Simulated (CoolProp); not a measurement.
Vapour-liquid equilibrium of R22 (1) + R152A (2) at 46.85 °C; x and y are mole fractions of (1).

Values from CoolProp's multi-fluid Helmholtz-energy mixture model, Kamei 1995 and Outcalt 1996; pair parameters Bell 2016.

| x | bubble pressure, mixture model (bar) | bubble pressure, Raoult's law (bar) | y, mixture model | y, Raoult's law |
|---|---|---|---|---|
| 0.05 | 11.13 | 11.23 | 0.067 | 0.080 |
| 0.15 | (withheld) | 11.95 | 0.195 | 0.227 |
| 0.25 | (withheld) | 12.67 | (withheld) | 0.356 |
| 0.35 | 12.84 | 13.39 | 0.430 | 0.472 |
| 0.45 | 13.50 | 14.11 | (withheld) | 0.576 |
| 0.55 | 14.20 | 14.83 | 0.639 | 0.670 |
| 0.65 | 14.96 | 15.54 | 0.732 | 0.755 |
| 0.75 | 15.78 | 16.26 | 0.819 | 0.833 |
| 0.85 | 16.65 | 16.98 | 0.897 | 0.904 |
| 0.95 | (withheld) | 17.70 | (withheld) | 0.969 |

### Question
Fill in the missing entries.

### Answer

- 0.15, bubble pressure, mixture model (bar): 11.66
- 0.25, bubble pressure, mixture model (bar): 12.23
- 0.25, y, mixture model: 0.316
- 0.45, y, mixture model: 0.538
- 0.95, bubble pressure, mixture model (bar): 17.58
- 0.95, y, mixture model: 0.968

The largest gap from Raoult's law is -4.3 % in bubble pressure, at x = 0.45. No azeotrope shows between x = 0.05 and 0.95.

The pair parameters rest on a limited set of measurements; away from them the model extrapolates.
